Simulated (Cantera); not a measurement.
A closed system holds: 1 mol SiC, 0.031 mol CO₂, 7.2 mol N₂, 0.0011 mol O₂, at 1827 °C.

These are equilibrium values from Cantera (NASA tables, ideal gas, pure condensed phases), not measurements of a reactor. Candidate condensed phases: C, Si, SiC, SiO₂, Si₂N₂O, Si₃N₄; 34 gas species. The tables' values for SiN are old estimates; treat these amounts as uncertain. Rates play no part.

Q: At 22.0 Pa, list the 5 most abundant gas species with their mole fractions, and the condensed phases.

A: N₂ 0.939, Si 0.0473, CO 0.00828, SiC₂ 0.00305, Si₂C 0.00193. Condensed: C(graphite) + SiC(s).
